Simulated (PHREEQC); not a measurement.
Make-up at 20 °C: 0.061 mol/kgw CdCl2, 0.0015 mol/kgw H3BO3 and 0.028 mol/kgw HCl. Closed to the air; pH follows from the charge balance.

Model: ion-association model, wateq4f.dat, run in PHREEQC.

```
quantity                    before     after
------------------------  --------  --------
pH                            1.64      1.65
ionic strength (mol/kgw)     0.105     0.161
Cl- (mol/kgw)               0.0921     0.141
H2BO3- (mol/kgw)          4.71e-11  5.14e-11
```

Question: Which change was made?
A) HCl left out
B) HCl from 0.028 to 0.014 mol/kgw
C) CdCl2 left out
D) CdCl2 from 0.061 to 0.122 mol/kgw

Answer: D, CdCl2 from 0.061 to 0.122 mol/kgw

Precipitation was switched off in this run.
